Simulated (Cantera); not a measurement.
**Si + H2O + N2 (thermal oxidation and active oxidation of silicon)**

Feed: 1 mol Si, 0.017 mol H2O, 980 mol N2, equilibrated at 0.0143 Torr.

These are equilibrium values from Cantera (NASA tables, ideal gas, pure condensed phases), not measurements of a reactor. Candidate condensed phases: H2O, Si, SiO2, Si2N2O, Si3N4; 35 gas species. N2 is the only nitrogen source here; it is nearly inert below about 1500 K, so the nitride shown seldom forms there in practice. Mutual solubility and eutectic melting of coexisting phases are not modelled. Equilibrium is a limit: real reactors are often held back by kinetics, nucleation or transport.

```csv
T (K),x N2,x Si,x H,x SiO,x H2,x SiN,n Si2N2O(s),n Si3N4(s)
998,1.000,<1e-12,2.06e-9,3.82e-12,1.74e-5,<1e-12,0.0170,0.322
1148,1.000,4.09e-11,6.84e-8,3.86e-8,1.73e-5,1.62e-12,0.0170,0.322
1298,1.000,1.82e-7,1.01e-6,1.74e-5,1.69e-5,2.76e-9,0,0.328
1448,1.000,0.000140,7.76e-6,1.74e-5,1.35e-5,9.83e-7,0,0.281
1598,0.999,0.000995,2.57e-5,1.73e-5,4.45e-6,3.76e-6,0,0
1748,0.999,0.001000,3.38e-5,1.73e-5,4.16e-7,2.26e-6,0,0
1898,0.999,0.00100,3.46e-5,1.73e-5,3.72e-8,1.47e-6,0,0
2048,0.999,0.00100,3.46e-5,1.73e-5,4.55e-9,1.02e-6,0,0
```
x: gas mole fraction; n: condensed amount in mol.

From 998 K to 1148 K the condensed part is Si2N2O(s) + Si3N4(s). From 1298 K to 1448 K the condensed part is Si3N4(s). From 1598 K to 2048 K nothing is condensed.
